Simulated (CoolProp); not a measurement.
Vapour-liquid equilibrium of R22 (1) + ethanol (2) at 26.55 °C; x and y are mole fractions of (1).

Model: multi-fluid Helmholtz-energy mixture model, Kamei 1995 and Schroeder 2014; pair parameters Bell 2016, in CoolProp.

| x | bubble pressure, mixture model (MPa) | bubble pressure, Raoult's law (MPa) | y, mixture model | y, Raoult's law |
|---|---|---|---|---|
| 0.05 | 0.09369 | 0.06260 | 0.910 | 0.869 |
| 0.15 | 0.2723 | 0.1706 | 0.970 | 0.957 |
| 0.25 | 0.4414 | 0.2785 | 0.982 | 0.977 |
| 0.35 | 0.5833 | 0.3865 | 0.987 | 0.986 |
| 0.45 | 0.6914 | 0.4944 | 0.990 | 0.990 |
| 0.55 | 0.7691 | 0.6024 | 0.991 | 0.994 |
| 0.65 | 0.8273 | 0.7104 | 0.993 | 0.996 |
| 0.75 | 0.8797 | 0.8183 | 0.994 | 0.997 |
| 0.85 | 0.9416 | 0.9263 | 0.995 | 0.999 |
| 0.95 | 1.029 | 1.034 | 0.998 | 1.000 |

The largest gap from Raoult's law is +59.6 % in bubble pressure, at x = 0.15. No azeotrope shows between x = 0.05 and 0.95.

The pair parameters rest on a limited set of measurements; away from them the model extrapolates. The gap from Raoult's law changes sign with composition, which may be real or a fault of the pair parameters; it wasn't checked against measurements. With so large a gap from Raoult's law the liquid may split in two, which this calculation doesn't test in full.
